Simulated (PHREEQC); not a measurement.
Consider water at 25 °C with 0.031 mol CuCl2 and 0.087 mol HCl per kg of water. Closed to the air; pH follows from the charge balance.

Equilibrium calculation in PHREEQC: ion-association model, phreeqc.dat.

```tsv
quantity	before	after
pH	1.16	2.14
Cu+2 (mol/kgw)	0.0272	0.0288
CuCl+ (mol/kgw)	0.00362	0.00214
CuCl2 (mol/kgw)	0.000144	4.55e-5
CuCl3- (mol/kgw)	7.68e-8	1.13e-8
```

Name the change that produced these shifts.
A. temperature from 25 to 55 °C
B. diluted 2-fold with water
C. HCl from 0.087 to 0.0087 mol/kgw
D. temperature from 25 to 80 °C
E. HCl from 0.087 to 0.435 mol/kgw

C, HCl from 0.087 to 0.0087 mol/kgw

Precipitation was switched off in this run.
